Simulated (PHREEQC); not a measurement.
Dissolve 1.7 mmol/kgw Na2B4O7 at 25 °C. Closed to the air; pH follows from the charge balance.

The numbers come from PHREEQC with the ion-association model, phreeqc.dat.

Each row changes one thing in this solution. This is a speciation only: nothing precipitates in the calculation.

| case | pH | ionic strength (mol/kgw) | H3BO3 (mol/kgw) | H2BO3- (mol/kgw) |
|---|---|---|---|---|
| as made | 9.21 | 0.00340 | 0.00342 | 0.00338 |
| Na2B4O7 from 0.0017 to 0.00187 mol/kgw | 9.21 | 0.00374 | 0.00376 | 0.00372 |
| temperature from 25 to 20 °C | ___ | 0.00340 | 0.00341 | 0.00339 |
| diluted 2-fold with water | 9.21 | 0.00170 | 0.00172 | 0.00168 |
| temperature from 25 to 35 °C | ___ | 0.00340 | 0.00343 | 0.00337 |

Q: Complete the blanks.

A: 
- temperature from 25 to 20 °C, pH: 9.25
- temperature from 25 to 35 °C, pH: 9.13
